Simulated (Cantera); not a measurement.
## Premixed flame

A freely propagating, adiabatic, planar premixed flame of 32.2 % H2, 11.5 % O2, 49.6 % N2, 6.76 % H2O, equivalence ratio 1.4, unburnt at 700 K and 0.110 bar; mixture-averaged transport, grid criteria slope 0.08 and curve 0.16, no radiation.

Detailed kinetics in Cantera: the H2/O2 subset of GRI-Mech 3.0, which has no nitrogen chemistry. Burning velocities carry a grid error of a few per cent, more on coarse grids.

| z (mm) | T (K) | u (m/s) | x H2 | x O2 | x H2O2 | x H2O | x OH | x O |
|---|---|---|---|---|---|---|---|---|
| -27.8 | 700 | 7.92 | 0.322 | 0.115 | <1e-8 | 0.0676 | <1e-8 | <1e-8 |
| -18.5 | 700 | 7.92 | 0.322 | 0.115 | <1e-8 | 0.0676 | <1e-8 | <1e-8 |
| -13.9 | 700 | 7.92 | 0.322 | 0.115 | <1e-8 | 0.0676 | <1e-8 | <1e-8 |
| -9.27 | 700 | 7.92 | 0.322 | 0.115 | <1e-8 | 0.0676 | <1e-8 | <1e-8 |
| -4.64 | 703 | 7.95 | 0.321 | 0.115 | 1.36e-7 | 0.0678 | 8.36e-6 | 6.23e-6 |
| -2.32 | 774 | 8.70 | 0.306 | 0.112 | 2.21e-7 | 0.0757 | 0.000177 | 0.000239 |
| 0 | 1094 | 12.0 | 0.181 | 0.0695 | 3.88e-7 | 0.164 | 0.00236 | 0.00533 |
| 2.32 | 1341 | 14.5 | 0.0846 | 0.0176 | 5.15e-7 | 0.262 | 0.00598 | 0.00829 |
| 4.64 | 1440 | 15.5 | 0.0819 | 0.0129 | 4.70e-7 | 0.271 | 0.00754 | 0.00809 |
| 9.27 | 1560 | 16.7 | 0.0868 | 0.0111 | 3.38e-7 | 0.277 | 0.00925 | 0.00754 |
| 18.5 | 1694 | 17.9 | 0.0914 | 0.00905 | 1.96e-7 | 0.283 | 0.0108 | 0.00648 |
| 37.1 | 1835 | 19.2 | 0.0949 | 0.00682 | 1.02e-7 | 0.292 | 0.0117 | 0.00502 |
| 74.2 | 1971 | 20.4 | 0.0970 | 0.00465 | 5.38e-8 | 0.302 | 0.0115 | 0.00345 |
x: mole fraction of selected species; z is measured from the peak of heat release.

| Property | Result |
|---|---|
| laminar burning velocity | 792 cm/s |
| thermal thickness | 9.27 mm |
| peak x(H2O2) | 5.16e-7 |
| peak x(OH) | 0.0118 |
| peak x(O) | 0.00832 |
| grid points | 139 |
